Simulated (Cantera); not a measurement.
What does this Cantera script print?

```python
import numpy as np
import cantera as ct

gas_names = """
    H HNO HNO2 HNO3 HO2 H2 H2O H2O2 N NH NH2 NH3 NH2OH NO NO2 NO3 N2 N2H2 N2H4 N2O O OH O2 O3 Pb PbO Pb2
""".split()
cond_names = """
    H2O(s) H2O(L) Pb(cr) Pb(L) PbO(rd) PbO(yw) PbO(L) PbO2(s) Pb3O4(s)
""".split()


def load(file, names, dense=False):
    # The tables refer to 1 bar. Condensed volumes are neglected.
    table = {s.name: s for s in ct.Species.list_from_file(file)}
    out = []
    for n in names:
        d = dict(table[n].input_data)
        d["thermo"] = dict(d["thermo"], **{"reference-pressure": 1e5})
        if dense:
            d["equation-of-state"] = {"model": "constant-volume", "density": "1e6 g/cm^3"}
        out.append(ct.Species.from_dict(d))
    return out


gas = ct.Solution(thermo="ideal-gas", species=load("nasa_gas.yaml", gas_names))
cond = {s.name: ct.Solution(thermo="fixed-stoichiometry", species=[s], name=s.name)
        for s in load("nasa_condensed.yaml", cond_names, dense=True)}
atoms = {
    'PbO': {'Pb': 1, 'O': 1},
    'H2': {'H': 2},
    'N2': {'N': 2},
    'O2': {'O': 2},
}
top_T = {'Pb3O4(s)': 820}  # K; cautious upper limits of use, not melting points


def equilibrate(T, P, feed):
    n = {}
    for name, mol in feed.items():
        for a, k in atoms[name].items():
            n[a] = n.get(a, 0.0) + k * mol
    gas.TPX = T, P, n
    mass = sum(n.values()) * gas.mean_molecular_weight
    gas.equilibrate("TP")
    valid = [c for c in cond.values() if c.min_temp <= T <= top_T.get(c.name, c.max_temp)]
    mix = ct.Mixture([(gas, mass / gas.mean_molecular_weight)] + [(c, 0.0) for c in valid])
    mix.T, mix.P = T, P
    mix.equilibrate("TP", solver="vcs", rtol=1e-11, max_steps=5000)
    return mix


results = []
feed = {'PbO': 1, 'H2': 3, 'N2': 16, 'O2': 0.26}  # mol
P = 1000  # Pa
for T in [573, 723, 873, 1023, 1173, 1323, 1473, 1623]:
    mix = equilibrate(T, P, feed)
    results.append((T, P, feed, dict(zip(mix.species_names, mix.species_moles))))

top = {s: max(r[3][s] / sum(r[3][g] for g in gas_names) for r in results) for s in gas_names}
cols = sorted((s for s in top if top[s] > 1e-05), key=lambda s: -top[s])[:7]
seen = [c for c in cond_names if any(r[3].get(c, 0) > 1e-12 for r in results)]
print("log10 of partial pressures in bar; condensed amounts in mol")
print(f"{'T/K':>10s}" + "".join(f"{s[:9]:>10s}" for s in cols + seen))
for T, P, feed, n in results:
    ng = sum(n[g] for g in gas_names)
    print(f"{T:10.4g}" + "".join(f"{np.log10(max(n[s] / ng * P / 1e5, 1e-99)):10.3f}" for s in cols)
          + "".join(f"{n.get(c, 0):10.4g}" for c in seen))
```

Output:

```
log10 of partial pressures in bar; condensed amounts in mol
       T/K        N2       H2O        H2        Pb         H       PbO       NH3    Pb(cr)     Pb(L)
       573    -2.075    -3.097    -3.109   -12.079   -18.791   -22.313    -6.871         1         0
       723    -2.075    -3.097    -3.109    -8.509   -14.628   -16.479    -7.854         0         1
       873    -2.075    -3.097    -3.109    -6.197   -11.884   -12.667    -8.519         0    0.9988
      1023    -2.076    -3.098    -3.110    -4.574    -9.938    -9.977    -9.002         0    0.9492
      1173    -2.093    -3.116    -3.127    -3.375    -8.492    -7.978    -9.400         0    0.1633
      1323    -2.097    -3.119    -3.131    -3.301    -7.365    -7.282    -9.690         0         0
      1473    -2.097    -3.119    -3.131    -3.301    -6.463    -6.786    -9.917         0         0
      1623    -2.097    -3.120    -3.131    -3.301    -5.726    -6.381   -10.102         0         0
```

Cantera equilibrium calculation (NASA polynomials, part measured and part estimated; ideal gas, pure solids and liquids).
